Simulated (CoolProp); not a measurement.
Model: reference Helmholtz-energy equation of state, Thol 2017, in CoolProp.

Q: Give the vapour pressure (kPa), liquid density (kg/m³), vapour density (kg/m³), surface tension (mN/m) of saturated octamethyltrisiloxane (MDM) at 175.05, 264.65 °C.

A: 
| T (°C) | p (kPa) | liquid density (kg/m³) | vapour density (kg/m³) | surface tension (mN/m) |
|---|---|---|---|---|
| 175.05 | 176 | 646 | 12.6 | 4.91 |
| 264.65 | 945 | 478 | 83.6 | 0.559 |

Surface tension comes from a separate correlation (Mulero 2014), older than this fluid's equation and unchecked against measurements.
